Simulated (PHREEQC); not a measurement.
Solution (55 °C): 0.29 mol H2SO4, 0.00022 mol CaCl2 and 0.0043 mol NH4HSO4 per kg of water. Closed to the air; pH follows from the charge balance.

Computed with PHREEQC (ion-association model, phreeqc.dat).

Each row changes one thing in this solution. This is a speciation only: nothing precipitates in the calculation.

```csv
case,pH,ionic strength (mol/kgw),HSO4- (mol/kgw),SO4-2 (mol/kgw),NH4+ (mol/kgw),NH4SO4- (mol/kgw)
as made,0.62,0.332,0.276,0.0185,0.00411,0.000189
CaCl2 left out,0.62,0.331,0.276,0.0185,0.00411,0.000189
H2SO4 replaced by FeSO4 at the same molality,(withheld),0.483,(withheld),(withheld),0.00347,0.000831
temperature from 55 to 60 °C,0.63,(withheld),0.278,0.0165,0.00413,(withheld)
CaCl2 from 0.00022 to 0.0011 mol/kgw,0.62,0.333,0.275,0.0185,0.00411,0.000188
NH4HSO4 from 0.0043 to 0.00645 mol/kgw,0.62,0.334,0.277,0.0186,0.00617,0.000285
```

**Question.** What belongs in the gaps?

**Answer.** 
- H2SO4 replaced by FeSO4 at the same molality, pH: 3.36
- H2SO4 replaced by FeSO4 at the same molality, HSO4- (mol/kgw): 0.00279
- H2SO4 replaced by FeSO4 at the same molality, SO4-2 (mol/kgw): 0.120
- temperature from 55 to 60 °C, ionic strength (mol/kgw): 0.328
- temperature from 55 to 60 °C, NH4SO4- (mol/kgw): 0.000168

Away from 25 °C the constants follow the database's enthalpies or fits; those with neither stay at their 25 °C values.
